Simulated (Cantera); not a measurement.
Feed: 1 mol Pb, 3.4 mol CO, 2.4 mol N2, equilibrated at 800 K and 24.8 Torr.

These are equilibrium values from Cantera (NASA tables, ideal gas, pure condensed phases), not measurements of a reactor. Candidate condensed phases: C, Pb, PbO, PbO2, Pb3O4; 27 gas species. Kinetics and transport are ignored.

Base state: N2 0.508, CO 0.264, CO2 0.228 (mole fractions); condensed: C(graphite) + Pb(l).

Problem. What changes in the equilibrium state with this change: temperature from 800 K to 1825 K?

Solution. 
```csv
species,before,after
CO,0.264,0.500
N2,0.508,0.353
Pb,1.86e-6,0.147
CO2,0.228,5.31e-7
"C(graphite), mol",1.08,0
"Pb(l), mol",1.000,0
```

Problem. What changes in the equilibrium state with this change: pressure from 24.8 Torr to 3680 Torr?

Solution. 
| species | before | after |
|---|---|---|
| N2 | 0.508 | 0.577 |
| CO2 | 0.228 | 0.394 |
| CO | 0.264 | 0.0286 |
| C(graphite), mol | 1.08 | 1.64 |
| Pb(l), mol | 1.000 | 1.00 |
